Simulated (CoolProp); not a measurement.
Fluoroethane (R161) along the isobar 4.51 MPa: Z from the reference equation and from simpler models built on Tc = 375.2 K, pc = 5.010 MPa, ω = 0.216; each cubic takes its own stable root.

Computed with CoolProp (reference Helmholtz-energy equation of state, Wu 2012).

| T (K) | phase | reference |
|---|---|---|
| 145.3 | liquid | 0.1911 |
| 152.2 | liquid | 0.1841 |
| 159.1 | liquid | 0.1778 |
| 166 | liquid | 0.1721 |
| 172.9 | liquid | 0.1668 |
| 179.8 | liquid | 0.1619 |
| 186.7 | liquid | 0.1575 |
| 193.6 | liquid | 0.1534 |
| 200.5 | liquid | 0.1496 |
| 207.4 | liquid | 0.1461 |
| 214.3 | liquid | 0.1429 |
| 221.2 | liquid | 0.1399 |
| 228.1 | liquid | 0.1372 |
| 235 | liquid | 0.1347 |
| 241.9 | liquid | 0.1324 |
| 248.8 | liquid | 0.1303 |

Q: How far does each simpler model (van der Waals, Redlich-Kwong, Soave-Redlich-Kwong, Peng-Robinson) lie from the reference over these 16 states: mean and median of the absolute difference, and the worst?

A: 
- van der Waals: mean 73.0 %, median 72.8 %, worst +73.9 % at 145.3 K and 4.51 MPa
- Redlich-Kwong: mean 17.7 %, median 17.4 %, worst +19.5 % at 248.8 K and 4.51 MPa
- Soave-Redlich-Kwong: mean 15.8 %, median 15.8 %, worst +16.4 % at 145.3 K and 4.51 MPa
- Peng-Robinson: mean 3.0 %, median 2.8 %, worst +3.9 % at 145.3 K and 4.51 MPa
